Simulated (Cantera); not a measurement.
## Catalytic stagnation flow on Pt

A jet of CH₄ : O₂ : N₂ = 0.077 : 0.067 : 0.79 (molar parts), equivalence ratio 2.3 at 300 K and 34000 Pa hits a platinum plate 6 cm away at a mass flux of 0.13 kg/m²/s; the plate temperature is set and raised in steps from an oxygen-covered start.

Computed with Cantera and Deutschmann's 1995 Pt surface mechanism with GRI-Mech 3.0 gas chemistry. Catalytic surfaces can have several steady states; this one follows from the mechanism file's or the stated starting coverage.

| plate T (K) | wall x CH₄ | wall x O₂ | wall x H₂O | wall x OH | wall x CO | wall x CO₂ | θ free Pt | θ H* | θ CO* | θ C* |
|---|---|---|---|---|---|---|---|---|---|---|
| 950 | 0.0375 | 0.00946 | 0.0663 | <1e-8 | 0.0469 | 2.65e-5 | 0.187 | 0.00216 | 0.0759 | 0.735 |
| 1000 | 0.0295 | 0.00710 | 0.0627 | <1e-8 | 0.0550 | 3.15e-5 | 0.226 | 0.00278 | 0.0572 | 0.714 |
| 1050 | 0.0164 | 0.00379 | 0.0559 | <1e-8 | 0.0683 | 7.20e-5 | 0.325 | 0.00374 | 0.0700 | 0.601 |
| 1100 | 0.00399 | 0.00102 | 0.0483 | <1e-8 | 0.0801 | 0.000912 | 0.656 | 0.00531 | 0.169 | 0.170 |
| 1150 | 0.00258 | 0.000704 | 0.0457 | <1e-8 | 0.0795 | 0.00323 | 0.809 | 0.00511 | 0.138 | 0.0485 |
| 1200 | 0.00215 | 0.000612 | 0.0426 | <1e-8 | 0.0768 | 0.00694 | 0.887 | 0.00466 | 0.0906 | 0.0180 |
| 1250 | 0.00197 | 0.000576 | 0.0394 | 1.17e-8 | 0.0721 | 0.0119 | 0.932 | 0.00422 | 0.0557 | 0.00784 |
x: mole fraction at the wall; θ: surface coverage.
